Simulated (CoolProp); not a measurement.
Vapour-liquid equilibrium of CH2F2 (R32) (1) + fluoroethane (R161) (2) at 0.0624 MPa; x and y are mole fractions of (1).

The numbers come from the multi-fluid Helmholtz-energy mixture model, Tillner-Roth 1997 and Wu 2012; pair parameters Bell 2016 in CoolProp.

| x | bubble temperature (K) | y at the bubble point | dew temperature at overall composition x (K) | liquid density (mol/L) |
|---|---|---|---|---|
| 0.05 | 224.1 | 0.114 | 224.9 | 17.56 |
| 0.15 | 221.8 | 0.290 | 223.7 | 18.08 |
| 0.25 | 220.0 | 0.422 | 222.4 | 18.61 |
| 0.35 | 218.6 | 0.528 | 221.0 | 19.17 |
| 0.45 | … | 0.619 | … | 19.76 |
| 0.55 | 216.2 | 0.699 | 218.3 | 20.38 |
| 0.65 | 215.3 | 0.772 | 216.9 | 21.05 |
| 0.75 | 214.4 | 0.841 | 215.5 | 21.76 |
| 0.85 | 213.6 | 0.906 | 214.3 | … |
| 0.95 | 212.8 | 0.969 | 213.0 | 23.35 |

### Question
What belongs in the gaps?

### Answer

- 0.45, bubble temperature (K): 217.3
- 0.45, dew temperature at overall composition x (K): 219.6
- 0.85, liquid density (mol/L): 22.52

No azeotrope shows between x = 0.05 and 0.95.

The pair parameters rest on a limited set of measurements; away from them the model extrapolates.
